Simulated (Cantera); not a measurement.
**Thermodynamics of iron carbonyl, mercury and lead vapours, feed Pb + H2 + N2**

Feed: 1 mol Pb, 3.7 mol H2, 0.91 mol N2, at 1000 Pa.

Method: chemical equilibrium by Gibbs-energy minimisation in Cantera with the NASA 1993 tables (ideal gas, pure condensed phases). Candidate condensed phases: Pb; 11 gas species. Rates play no part.

From 1123 K to 1248 K the condensed part is Pb(l). From 1273 K to 1423 K nothing is condensed. The main Pb-bearing gas is Pb throughout.

```csv
T (K),x H2,x N2,x Pb,x H,n Pb(l)
1123,0.788,0.194,0.0183,3.78e-7,0.914
1148,0.780,0.192,0.0280,6.33e-7,0.867
1173,0.769,0.189,0.0422,1.03e-6,0.797
1198,0.753,0.185,0.0624,1.65e-6,0.693
1223,0.730,0.179,0.0908,2.57e-6,0.540
1248,0.698,0.172,0.130,3.90e-6,0.311
1273,0.660,0.162,0.178,5.79e-6,0
1298,0.660,0.162,0.178,8.70e-6,0
1323,0.660,0.162,0.178,1.29e-5,0
1348,0.660,0.162,0.178,1.88e-5,0
1373,0.660,0.162,0.178,2.70e-5,0
1398,0.660,0.162,0.178,3.84e-5,0
1423,0.659,0.162,0.178,5.39e-5,0
```
x: gas mole fraction; n: condensed amount in mol.
